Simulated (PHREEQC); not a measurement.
PHREEQC input (Pitzer model, pitzer.dat):

```
SOLUTION 1
  temp 30
  units mol/kgw
  pH 7 charge
  Cl 1.1976
  K 0.14
  Na 0.0076
  Mg 0.5
  Ca 0.025
END
USE solution 1
INCREMENTAL_REACTIONS false
REACTION 1
  H2O -1
  0 9.886 18.011 24.689 30.178 34.689 38.397 41.444
  43.949 46.007 47.699 49.089 50.232 moles
EQUILIBRIUM_PHASES 1
  Bischofite 0 0
  Brucite 0 0
  Carnallite 0 0
  Halite 0 0
  Portlandite 0 0
  Sylvite 0 0
  MgCl2_4H2O 0 0
SELECTED_OUTPUT 1
  -reset false
  -pH true
  -pe true
  -ionic_strength true
  -water true
  -activities H2O
  -totals Ca Cl K Mg Na
  -molalities H+ Na+ K+ Mg+2 Ca+2 Cl- OH- MgOH+
  -equilibrium_phases Bischofite Brucite Carnallite Halite Portlandite Sylvite MgCl2_4H2O
PRINT
  -reset false
END
```

Selected output (columns that matter, 13 of 13 rows; water left (kg) added in front):

```
water left (kg)	pH	mu	Ca	Cl	K	Mg	Na	m_H+	m_Na+	m_K+	m_Mg+2	la_H2O	Carnallite	Sylvite
1	6.1816	1.7226	0.025	1.1976	0.14	0.5	0.0076	6.2754e-07	0.0076	0.14	0.5	-0.013945	0	0
0.821894	6.0976	2.0959	0.030418	1.4571	0.17034	0.60835	0.0092469	6.8438e-07	0.0092469	0.17034	0.60835	-0.017547	0	0
0.675514	5.9961	2.5501	0.037009	1.7729	0.20725	0.74018	0.011251	7.5423e-07	0.011251	0.20725	0.74018	-0.022279	0	0
0.555203	5.8726	3.1027	0.045029	2.157	0.25216	0.90057	0.013689	8.424e-07	0.013689	0.25216	0.90057	-0.028589	0	0
0.456313	5.7217	3.775	0.054787	2.6245	0.30681	1.0957	0.016655	9.5661e-07	0.016655	0.30681	1.0957	-0.037132	0	0
0.375043	5.5369	4.5931	0.066659	3.1932	0.37329	1.3332	0.020264	1.1081e-06	0.020264	0.37329	1.3332	-0.048869	0	0
0.30824	5.3108	5.5885	0.081106	3.8853	0.45419	1.6221	0.024656	1.3135e-06	0.024656	0.45419	1.6221	-0.065219	0	0
0.253345	5.0352	6.7994	0.09868	4.7272	0.55261	1.9736	0.029999	1.597e-06	0.029999	0.55261	1.9736	-0.088263	0	0
0.208215	4.7005	8.2732	0.12007	5.7518	0.67238	2.4014	0.036501	1.9937e-06	0.036501	0.67238	2.4014	-0.12109	0	0
0.171138	4.2965	10.066	0.14608	6.9979	0.81805	2.9216	0.044409	2.5535e-06	0.044409	0.81805	2.9216	-0.16823	0	0
0.140655	3.8338	12.074	0.17774	8.3412	0.82207	3.5548	0.054033	3.2818e-06	0.054033	0.82207	3.5548	-0.23158	0	0.024372
0.111007	3.444	13.671	0.22521	9.3251	0.56547	4.1204	0.068464	3.9136e-06	0.068464	0.56547	4.1204	-0.29247	0.042609	0.03462
0.0814398	3.108	14.981	0.30698	10.077	0.17641	4.5969	0.09332	4.4419e-06	0.09332	0.17641	4.5968	-0.35111	0.12563	0
```

Species that the database lacks are ignored.
